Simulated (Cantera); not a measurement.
An isothermal, constant-pressure homogeneous reactor starts with N2O : H2O = 1 : 0.11 (molar parts), at 1598 K and 6400 Pa. Integrator tolerance rtol = 1e-08.

Cantera simulation using GRI-Mech 3.0 (53 species, 325 reactions); the numbers are that mechanism's predictions, not measurements. GRI-Mech 3.0 was tuned for natural gas; its chemistry of N2O as a main component is partial and can be far from experiment. The temperature is held fixed by assumption; the heat of reaction is taken as removed at once.

**Question.** What does this change do: temperature 1598 to 1225 K?

**Answer.** 
```tsv
quantity	before	after
x(N2O) at 7.00 s	3.68e-6 (gas-phase equilibrium 2.78e-8)	0.396 (gas-phase equilibrium 3.97e-9)
x(H2O) at 7.00 s	0.0682 (gas-phase equilibrium 0.0682)	0.0819 (gas-phase equilibrium 0.0683)
x(HO2) at 7.00 s	1.75e-7 (gas-phase equilibrium 2.08e-7)	2.70e-7 (gas-phase equilibrium 9.81e-9)
x(NO2) at 7.00 s	0.000142 (gas-phase equilibrium 2.57e-6)	0.000481 (gas-phase equilibrium 1.18e-6)
x(N2) at 7.00 s	0.556 (gas-phase equilibrium 0.620)	0.333 (gas-phase equilibrium 0.621)
```
The mechanism lacks the step 2 NO + O2 → 2 NO2, which can matter for NO2 below about 1400 K.

**Question.** What does this change do: pressure from 6400 Pa to 100000 Pa?

**Answer.** 
| quantity | before | after |
|---|---|---|
| x(N2O) at 7.00 s | 3.68e-6 (gas-phase equilibrium 2.78e-8) | 3.32e-6 (gas-phase equilibrium 1.10e-7) |
| x(H2O) at 7.00 s | 0.0682 (gas-phase equilibrium 0.0682) | 0.0683 (gas-phase equilibrium 0.0682) |
| x(HO2) at 7.00 s | 1.75e-7 (gas-phase equilibrium 2.08e-7) | 3.58e-7 (gas-phase equilibrium 4.13e-7) |
| x(NO2) at 7.00 s | 0.000142 (gas-phase equilibrium 2.57e-6) | 0.000494 (gas-phase equilibrium 1.02e-5) |
| x(N2) at 7.00 s | 0.556 (gas-phase equilibrium 0.620) | 0.565 (gas-phase equilibrium 0.620) |
